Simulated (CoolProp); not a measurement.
Isobutene at 298.15 K and 0.0631 MPa is compressed adiabatically to 0.416 MPa with isentropic efficiency 0.75. Each further row changes one setting.

The numbers come from the reference Helmholtz-energy equation of state, Lemmon 2005 in CoolProp. It is a short technical equation, of lower accuracy than the large ones.

```
case             work (kJ/kg)  final temperature (K)  final density (kg/m³)
---------------  ------------  ---------------------  ---------------------
as stated                 117                  370.3                   8.03
efficiency 1             87.8                  355.0                   8.46
efficiency 0.65           135                  379.5                   7.80
```
